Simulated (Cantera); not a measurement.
Input: 1 mol S, 0.043 mol O2, 3.3 mol N2, held at 2048 K and 1 atm.

Cantera equilibrium calculation (NASA polynomials, part measured and part estimated; ideal gas, pure solids and liquids). Candidate condensed phases: S; 17 gas species. Rates play no part.

Base state: N2 0.862, S2 0.122, SO2 0.00780, SO 0.00601, S 0.00150, S2O 0.000836, SN 1.29e-5 (mole fractions); condensed: gas only.

Question: What changes in the equilibrium state with this change: S replaced by SO2?

Answer: 
```csv
species,before,after
N2,0.862,0.759
SO2,0.00780,0.230
O2,8.57e-8,0.00917
S2,0.122,9.22e-9
S2O,0.000836,2.07e-8
SO3,1.13e-8,0.000109
SN,1.29e-5,3.33e-9
S,0.00150,4.12e-7
```
